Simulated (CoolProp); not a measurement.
Normal hydrogen at 264.58 K and 1.09 MPa is throttled through a valve to 0.594 MPa with no heat exchange. Each further row changes one setting.

Model: reference Helmholtz-energy equation of state, Leachman 2009, in CoolProp.

```json
[
 {"case": "as stated", "temperature change (K)": "+0.1", "final density (kg/m³)": "0.542"},
 {"case": "outlet pressure 0.178 MPa", "temperature change (K)": "+0.2", "final density (kg/m³)": "0.163"},
 {"case": "outlet pressure 0.772 MPa", "temperature change (K)": "+0.1", "final density (kg/m³)": "0.704"}
]
```
